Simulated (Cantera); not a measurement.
Feed: 1 mol Ti(OiPr)₄, 0.32 mol O₂, 8.4 mol H₂, equilibrated at 25.0 Pa.

Equilibrium computed with Cantera from the NASA thermochemical tables; the gas is ideal and each condensed phase is pure. Candidate condensed phases: C, C₆H₆, C₇H₈, C₈H₁₈, H₂O, Ti, TiC, TiO, TiO₂, Ti₂O₃, Ti₃O₅, Ti₄O₇; 113 gas species. The feed counts by its element totals alone. Mutual solubility and eutectic melting of coexisting phases are not modelled. TiC: taken at fixed stoichiometry. Equilibrium is a limit: real reactors are often held back by kinetics, nucleation or transport.

log p: log10 of the partial pressure in bar; n: condensed amount in mol.

```csv
T (K),log p H₂,log p CO,log p CH₄,log p H,log p H₂O,n C(graphite),n Ti₃O₅(s),n TiC(s),n Ti₂O₃(s)
1023,-3.66,-4.53,-8.44,-10.21,-8.75,9.03,0.333,0,0
1048,-3.66,-4.51,-8.55,-9.94,-8.89,8.77,0,0.0374,0.481
1073,-3.68,-4.37,-8.71,-9.70,-8.94,6.36,0,1.00,0
1098,-3.68,-4.37,(withheld),(withheld),(withheld),6.36,0,1.00,0
1123,-3.68,-4.37,(withheld),(withheld),(withheld),6.36,0,1.00,0
1148,-3.68,-4.37,-8.99,-8.99,-9.37,6.36,0,1.00,0
1173,-3.68,-4.37,-9.08,-8.77,-9.50,6.36,0,1.00,0
1198,-3.68,-4.37,-9.16,-8.56,-9.63,6.36,0,1.00,0
```

Some entries are withheld; supply them.


- 1123, log p CH₄: -8.90
- 1123, log p H: -9.21
- 1123, log p H₂O: -9.23
- 1098, log p CH₄: -8.80
- 1098, log p H: -9.45
- 1098, log p H₂O: -9.09
